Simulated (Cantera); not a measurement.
Mixture: CO : H₂ : O₂ : N₂ = 1 : 0.066 : 0.381 : 1.43 (molar parts), at 500000 Pa, adiabatic and at constant pressure. Ignition delay is the time to a rise of 400 K.

Detailed kinetics in Cantera: GRI-Mech 3.0 (53 species, 325 reactions). The hydrogen kinetics of GRI-Mech 3.0 are dated; newer H2 mechanisms differ, most at raised pressure. Where the delays flatten at high temperature, the 400 K rule measures the pace of heat release, not the induction time.

### Question
What does this change do: N2 1.43 to 3.5 parts?

### Answer
| quantity | before | after |
|---|---|---|
| delay at 975 K | 5.49 ms | 11.7 ms |
| delay at 1075 K | 0.385 ms | 0.785 ms |
| delay at 1175 K | 54.3 µs | 0.106 ms |
| delay at 1275 K | 22.7 µs | 47.2 µs |
| delay at 1375 K | 14.2 µs | 31.2 µs |

### Question
What does this change do: H2 0.066 to 0.023 parts?

### Answer
| quantity | before | after |
|---|---|---|
| delay at 975 K | 5.49 ms | 8.26 ms |
| delay at 1075 K | 0.385 ms | 0.681 ms |
| delay at 1175 K | 54.3 µs | 0.101 ms |
| delay at 1275 K | 22.7 µs | 39.7 µs |
| delay at 1375 K | 14.2 µs | 24.3 µs |
